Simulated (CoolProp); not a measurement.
Vapour-liquid equilibrium of ethane (1) + CHF3 (R23) (2) at 223.5 K; x and y are mole fractions of (1).

The numbers come from the multi-fluid Helmholtz-energy mixture model, Bücker 2006 and Penoncello 2003; pair parameters Bell 2016 in CoolProp.

```json
[
 {"x": "0.05", "bubble pressure (kPa)": "614.5", "y at the bubble point": "(withheld)", "dew pressure at overall composition x (kPa)": "510.5", "liquid density (mol/L)": "18.46"},
 {"x": "0.15", "bubble pressure (kPa)": "754.8", "y at the bubble point": "0.396", "dew pressure at overall composition x (kPa)": "566.6", "liquid density (mol/L)": "17.89"},
 {"x": "0.25", "bubble pressure (kPa)": "811.7", "y at the bubble point": "0.460", "dew pressure at overall composition x (kPa)": "633.9", "liquid density (mol/L)": "17.39"},
 {"x": "0.35", "bubble pressure (kPa)": "833.8", "y at the bubble point": "0.492", "dew pressure at overall composition x (kPa)": "714.3", "liquid density (mol/L)": "16.98"},
 {"x": "0.45", "bubble pressure (kPa)": "842.2", "y at the bubble point": "0.512", "dew pressure at overall composition x (kPa)": "803.2", "liquid density (mol/L)": "(withheld)"},
 {"x": "0.55", "bubble pressure (kPa)": "843.7", "y at the bubble point": "0.531", "dew pressure at overall composition x (kPa)": "839.8", "liquid density (mol/L)": "(withheld)"},
 {"x": "0.65", "bubble pressure (kPa)": "837.8", "y at the bubble point": "0.556", "dew pressure at overall composition x (kPa)": "781.0", "liquid density (mol/L)": "16.30"},
 {"x": "0.75", "bubble pressure (kPa)": "817.0", "y at the bubble point": "0.597", "dew pressure at overall composition x (kPa)": "709.0", "liquid density (mol/L)": "16.24"},
 {"x": "0.85", "bubble pressure (kPa)": "765.3", "y at the bubble point": "0.672", "dew pressure at overall composition x (kPa)": "642.7", "liquid density (mol/L)": "16.24"},
 {"x": "0.95", "bubble pressure (kPa)": "652.7", "y at the bubble point": "0.834", "dew pressure at overall composition x (kPa)": "584.7", "liquid density (mol/L)": "16.30"}
]
```

Task: What belongs in the gaps?

Result: 
- 0.05, y at the bubble point: 0.223
- 0.45, liquid density (mol/L): 16.66
- 0.55, liquid density (mol/L): 16.44

y crosses x between x = 0.45 and 0.55: the model has an azeotrope there.

Pair parameters are fitted to limited data, so mixtures are less certain than the pure fluids. With so large a gap from Raoult's law the liquid may split in two, which this calculation doesn't test in full.
